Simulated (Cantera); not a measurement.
**Low-pressure radical oxidation in H2/O2**

An isothermal, constant-pressure homogeneous reactor starts with 2.03 % H2, 67.6 % O2, 30.4 % N2, at 948 K and 280 Pa.

Cantera simulation using the H2/O2 subset of GRI-Mech 3.0, which has no nitrogen chemistry; the numbers are that mechanism's predictions, not measurements. Radical loss at walls, strong at low pressure, is not modelled. Below about 950 K walls govern HO2 and H2O2 in real vessels.

| t (s) | x H2 | x O2 | x OH | x H | x H2O | x HO2 |
|---|---|---|---|---|---|---|
| 0.000200 | 0.0203 | 0.676 | <1e-12 | 1.16e-12 | <1e-12 | 1.24e-12 |
| 0.000678 | 0.0203 | 0.676 | <1e-12 | 3.45e-12 | <1e-12 | 4.22e-12 |
| 0.00230 | 0.0203 | 0.676 | 5.81e-12 | 9.93e-12 | 4.09e-12 | 1.43e-11 |
| 0.00779 | 0.0203 | 0.676 | 4.70e-11 | 5.26e-11 | 1.00e-10 | 4.90e-11 |
| 0.0264 | 0.0203 | 0.676 | 4.71e-9 | 4.87e-9 | 1.53e-8 | 2.44e-10 |
| 0.0894 | 0.00998 | 0.669 | 0.00115 | 0.00345 | 0.00799 | 1.01e-6 |
| 0.303 | 0.000195 | 0.664 | 0.000475 | 0.00244 | 0.0187 | 8.22e-7 |
| 1.03 | 7.22e-5 | 0.669 | 0.000283 | 0.000549 | 0.0199 | 6.24e-7 |
| 3.48 | 1.11e-5 | 0.672 | 0.000110 | 3.35e-5 | 0.0204 | 2.96e-7 |
| 11.8 | 1.06e-6 | 0.672 | 3.47e-5 | 1.06e-6 | 0.0205 | 8.06e-8 |
| 40.0 | 1.09e-7 | 0.672 | 1.15e-5 | 3.79e-8 | 0.0205 | 1.55e-8 |
x: mole fraction; the columns are a selection and need not sum to one.

Equilibrium at this temperature and pressure: H2 8.10e-12, O2 0.672, OH 1.04e-7, H <1e-12, H2O 0.0205, HO2 9.65e-11 (gas phase only).
